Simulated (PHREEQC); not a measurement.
Spent oxide etchant (model solution)

Make-up at 25 °C: 5.7 mmol/kgw HF, 0.82 mmol/kgw H2SiF6, 6.2 mmol/kgw H3BO3 and 0.091 mmol/kgw HCl. It is in equilibrium with CO2 at log p = -2 (atm). Otherwise closed; pH follows from the charge balance.

Model: ion-association model, phreeqc.dat, run in PHREEQC.

```yaml
pH: 2.55
ionic_strength: 0.00346 mol/kgw
total_alkalinity: -10.7 meq/kg
```

| species | molality | activity | log γ |
|---|---|---|---|
| H3BO3 | 0.00477 | 0.00477 | 0.000 |
| H+ | 0.00298 | 0.00281 | -0.026 |
| HF | 0.00200 | 0.00200 | 0.000 |
| BF4- | 0.00109 | 0.00102 | -0.028 |
| F- | 0.000506 | 0.000474 | -0.028 |
| SiF6-2 | 0.000477 | 0.000371 | -0.109 |
| H4SiO4 | 0.000343 | 0.000344 | 0.000 |

This is a speciation only: nothing precipitates in the calculation. The solution is supersaturated, for example in Quartz (slow to form), Chalcedony (slow to form), so a real one may precipitate; this is no full list. SiF6-2 is the database's only silicon fluoride. Real BF4- forms and hydrolyses slowly; the run takes it at equilibrium.
